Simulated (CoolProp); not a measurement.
Properties of water along the isotherm 632.5 K (Tc = 647.1 K, pc = 220.6 bar, ω = 0.344).

Model: reference Helmholtz-energy equation of state, Wagner 2002, in CoolProp.

```csv
p (bar),phase,cv (kJ/(kg K)),conductivity (mW/(m K))
111,gas,2.338,72.1
222,liquid,___,___
333,liquid,2.951,490
444,liquid,___,514
556,liquid,2.892,535
667,liquid,2.881,___
778,liquid,2.873,___
889,liquid,2.868,583
1000,liquid,___,597
```

Question: Complete the blanks.

Answer: 
- 222, cv (kJ/(kg K)): 3.073
- 222, conductivity (mW/(m K)): 455
- 444, cv (kJ/(kg K)): 2.912
- 667, conductivity (mW/(m K)): 552
- 778, conductivity (mW/(m K)): 568
- 1000, cv (kJ/(kg K)): 2.865

Thermal conductivity comes from a separate model (Huber 2012).
